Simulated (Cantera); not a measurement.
A perfectly stirred reactor is fed with 33.9 % CO, 1.49 % H₂, 12.7 % O₂, 47.5 % N₂, 4.41 % CO₂, at 3.30 bar; it is adiabatic with a 675 K inlet, and is followed from long to short residence time, starting on the burning branch (τ in s: 0.29, 0.12, 0.051, 0.021, 0.0089, 0.0037, 0.0016, 0.00065, 0.00027, 0.00011, 4.7e-05).

Computed with Cantera and GRI-Mech 3.0 (53 species, 325 reactions). The hydrogen kinetics of GRI-Mech 3.0 are dated; newer H2 mechanisms differ, most at raised pressure.

x: mole fraction; the columns are a selection and need not sum to one.

```csv
τ (s),T (K),x CO,x H₂,x O₂,x O,x NO₂
0.29,2516,0.124,0.000958,0.00332,0.000514,4.84e-7
0.12,2513,0.125,0.000961,0.00350,0.000543,4.99e-7
0.051,2507,0.125,0.000968,0.00391,0.000607,5.30e-7
0.021,2492,0.127,0.000983,0.00485,0.000763,5.92e-7
0.0089,2464,0.131,0.00102,…,…,6.76e-7
0.0037,2411,0.137,0.00108,…,…,7.03e-7
0.0016,2332,0.147,0.00118,0.0151,0.00308,5.59e-7
0.00065,2215,0.160,0.00132,0.0215,0.00527,3.14e-7
0.00027,2076,0.174,0.00146,0.0283,0.00833,1.72e-7
0.00011,1908,0.191,0.00157,0.0360,0.0122,1.17e-7
4.7e-5,1708,0.212,0.00163,0.0471,0.0147,7.83e-8
```

Task: What belongs in the gaps?

Result: 
- 0.0089, x O₂: 0.00672
- 0.0089, x O: 0.00110
- 0.0037, x O₂: 0.0102
- 0.0037, x O: 0.00182
